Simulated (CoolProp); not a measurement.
The numbers come from the reference Helmholtz-energy equation of state, Guder 2009 in CoolProp.

Question: Give the vapour pressure (MPa), enthalpy of vaporisation (kJ/kg), vapour viscosity (µPa s), liquid conductivity (mW/(m K)) of saturated sulfur hexafluoride at -32.05, -16.35, -5.85 °C.

Answer: 
```csv
T (°C),p (MPa),enthalpy of vaporisation (kJ/kg),vapour viscosity (µPa s),liquid conductivity (mW/(m K))
-32.05,0.458,103,12.9,71.7
-16.35,0.774,94.5,13.8,67.0
-5.85,1.06,88.0,14.5,63.6
```

Viscosity comes from a separate model (Quiñones-Cisneros 2012). Thermal conductivity comes from a separate model (Assael 2012).
